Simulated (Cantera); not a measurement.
A closed system holds: 1 mol HMDSO, 6.5 mol CO₂, 0.17 mol NO, at 23.0 Pa.

Equilibrium computed with Cantera from the NASA thermochemical tables; the gas is ideal and each condensed phase is pure. Candidate condensed phases: C, C₆H₆, C₇H₈, C₈H₁₈, H₂O, Si, SiC, SiO₂, Si₂N₂O, Si₃N₄; 151 gas species. The feed counts by its element totals alone. Mutual solubility and eutectic melting of coexisting phases are not modelled. The tables hold silica as quartz up to 1696 K and as liquid above; real silica turns to tridymite and cristobalite and melts near 1996 K. Rates play no part.

log p: log10 of the partial pressure in bar; n: condensed amount in mol.

```json
[
 {"T (K)": "900", "log p CO": "-3.92", "log p H₂": "-3.97", "log p H": "-11.92", "log p SiO": "<-15", "log p Si": "<-15", "log p N₂": "-5.99", "n C(graphite)": "2.34", "n SiO₂(β-quartz)": "2.00", "n Si₂N₂O(s)": "0", "n SiC(s)": "0"},
 {"T (K)": "1000", "log p CO": "-3.92", "log p H₂": "-3.97", "log p H": "-10.63", "log p SiO": "-13.98", "log p Si": "<-15", "log p N₂": "-5.99", "n C(graphite)": "2.33", "n SiO₂(β-quartz)": "2.00", "n Si₂N₂O(s)": "0", "n SiC(s)": "0"},
 {"T (K)": "1100", "log p CO": "-3.92", "log p H₂": "-3.97", "log p H": "-9.57", "log p SiO": "-10.71", "log p Si": "<-15", "log p N₂": "-5.99", "n C(graphite)": "2.33", "n SiO₂(β-quartz)": "2.00", "n Si₂N₂O(s)": "0", "n SiC(s)": "0"},
 {"T (K)": "1200", "log p CO": "-3.91", "log p H₂": "-3.97", "log p H": "___", "log p SiO": "___", "log p Si": "___", "log p N₂": "___", "n C(graphite)": "2.27", "n SiO₂(β-quartz)": "1.96", "n Si₂N₂O(s)": "___", "n SiC(s)": "0"},
 {"T (K)": "1300", "log p CO": "-3.89", "log p H₂": "-4.00", "log p H": "-7.96", "log p SiO": "-6.17", "log p Si": "-12.47", "log p N₂": "-6.53", "n C(graphite)": "0", "n SiO₂(β-quartz)": "1.12", "n Si₂N₂O(s)": "0.0582", "n SiC(s)": "0.698"},
 {"T (K)": "1400", "log p CO": "-3.91", "log p H₂": "-4.05", "log p H": "-7.34", "log p SiO": "-4.79", "log p Si": "-10.39", "log p N₂": "-6.34", "n C(graphite)": "0", "n SiO₂(β-quartz)": "0.0990", "n Si₂N₂O(s)": "0.0395", "n SiC(s)": "0.195"},
 {"T (K)": "1500", "log p CO": "-3.91", "log p H₂": "-4.05", "log p H": "-6.78", "log p SiO": "-4.74", "log p Si": "-9.18", "log p N₂": "-6.08", "n C(graphite)": "0", "n SiO₂(β-quartz)": "0", "n Si₂N₂O(s)": "0", "n SiC(s)": "0.165"},
 {"T (K)": "1600", "log p CO": "-3.91", "log p H₂": "-4.05", "log p H": "-6.29", "log p SiO": "-4.74", "log p Si": "-8.13", "log p N₂": "-6.08", "n C(graphite)": "0", "n SiO₂(β-quartz)": "0", "n Si₂N₂O(s)": "0", "n SiC(s)": "0.164"},
 {"T (K)": "1700", "log p CO": "-3.91", "log p H₂": "-4.06", "log p H": "-5.86", "log p SiO": "-4.74", "log p Si": "-7.22", "log p N₂": "-6.08", "n C(graphite)": "0", "n SiO₂(β-quartz)": "0", "n Si₂N₂O(s)": "0", "n SiC(s)": "0.162"},
 {"T (K)": "1800", "log p CO": "-3.92", "log p H₂": "-4.06", "log p H": "-5.48", "log p SiO": "-4.75", "log p Si": "-6.41", "log p N₂": "-6.08", "n C(graphite)": "0", "n SiO₂(β-quartz)": "0", "n Si₂N₂O(s)": "0", "n SiC(s)": "0.143"},
 {"T (K)": "1900", "log p CO": "-3.92", "log p H₂": "-4.08", "log p H": "-5.14", "log p SiO": "-4.78", "log p Si": "-5.69", "log p N₂": "-6.09", "n C(graphite)": "0", "n SiO₂(β-quartz)": "0", "n Si₂N₂O(s)": "0", "n SiC(s)": "0.0507"},
 {"T (K)": "2000", "log p CO": "-3.93", "log p H₂": "-4.11", "log p H": "___", "log p SiO": "-4.80", "log p Si": "-5.52", "log p N₂": "-6.10", "n C(graphite)": "0", "n SiO₂(β-quartz)": "0", "n Si₂N₂O(s)": "0", "n SiC(s)": "0"},
 {"T (K)": "2100", "log p CO": "-3.94", "log p H₂": "-4.16", "log p H": "-4.58", "log p SiO": "-4.81", "log p Si": "-5.52", "log p N₂": "-6.11", "n C(graphite)": "0", "n SiO₂(β-quartz)": "0", "n Si₂N₂O(s)": "0", "n SiC(s)": "0"}
]
```

Question: Some entries are withheld; supply them.

Answer: 
- 2000, log p H: -4.84
- 1200, log p H: -8.69
- 1200, log p SiO: -8.01
- 1200, log p Si: -15.33
- 1200, log p N₂: -6.11
- 1200, n Si₂N₂O(s): 0.0194
